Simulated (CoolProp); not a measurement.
Properties of propane along the isotherm 409 K.

Computed with CoolProp (reference Helmholtz-energy equation of state, Lemmon 2009).

| p (MPa) | phase | expansivity (1/kK) | viscosity (µPa s) |
|---|---|---|---|
| 1.06 | gas | 3.022 | 11.2 |
| 2.13 | gas | 3.864 | 11.6 |
| 3.19 | gas | 5.159 | 12.3 |
| 4.25 | gas | 7.356 | 13.4 |
| 5.31 | supercritical | 11.43 | 15.2 |
| 6.38 | supercritical | 18.25 | 18.7 |
| 7.44 | supercritical | 19.76 | 24.4 |
| 8.5 | supercritical | 14.31 | 30.2 |
| 9.57 | supercritical | 10.42 | 34.9 |
| 10.6 | supercritical | 8.260 | 38.4 |

Viscosity comes from a separate model (Vogel 1998).
